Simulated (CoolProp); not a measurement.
Model: reference Helmholtz-energy equation of state, Fiedler 2023, in CoolProp.

**Question.** Give the vapour pressure (bar), enthalpy of vaporisation (kJ/kg), liquid cp (kJ/(kg K)), vapour Z of saturated tetrahydrofuran at 162.65 °C.

**Answer.** 
```csv
T (°C),p (bar),enthalpy of vaporisation (kJ/kg),liquid cp (kJ/(kg K)),vapour Z
162.65,10.7,329,2.36,0.842
```
